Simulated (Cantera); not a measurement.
Standard-state values (1 bar) from the NASA 1993 polynomials, evaluated with Cantera. Values are per mole of reaction as written; species without (g) are pure solids or liquids, kept so even where they would boil at 1 bar. TiC: taken at fixed stoichiometry.

### Question
Between 1700 and 1925 K, where is each reaction favourable under standard conditions?
- 3 TiC + 4 H2(g) → C3H8(g) + 3 Ti

### Answer
- 3 TiC + 4 H2(g) → C3H8(g) + 3 Ti: ΔG° is 905 kJ at 1700 K and 966 kJ at 1925 K; it stays positive (K < 1). ΔH° is 443 kJ and ΔS° -272 J/K at 1925 K.
